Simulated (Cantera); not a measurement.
An isothermal, constant-pressure homogeneous reactor starts with 1.37 % CH₄, 97.7 % H₂, 0.977 % N₂, at 2275 K and 0.138 atm.

Cantera simulation using GRI-Mech 3.0 (53 species, 325 reactions); the numbers are that mechanism's predictions, not measurements. GRI-Mech 3.0 stops at C3 and has no aromatics, soot or wall deposition, so with more carbon than oxygen in the feed, carbon stays in small species such as C2H2 where larger ones or solid carbon would form.

One state of this run: x CH₄ = 0.000444; x H₂ = 0.963; x C₂H₂ = 0.00636; x C₂H₆ = 3.90e-9; x CH₂ = 5.51e-6. x: mole fraction; the columns are a selection and need not sum to one.

Q: Which value of t (s) does it belong to?
(A) 0.00776
(B) 0.00117
(C) 0.000176
(D) 0.0515

A: A, 0.00776
